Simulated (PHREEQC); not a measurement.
Consider water at 55 °C with 160 mmol/kgw H3PO4 and 0.0016 mmol/kgw H4SiO4. Closed to the air; pH follows from the charge balance.

All values are PHREEQC results (ion-association model, phreeqc.dat), not measurements.

No solid was allowed to form.

Estimate the pH.

pH 1.59.

In which forms is P present?

H3PO4 82 %, H2PO4- 18 % of the P.

Species that the database lacks are ignored. Constants without temperature data keep their 25 °C values here.
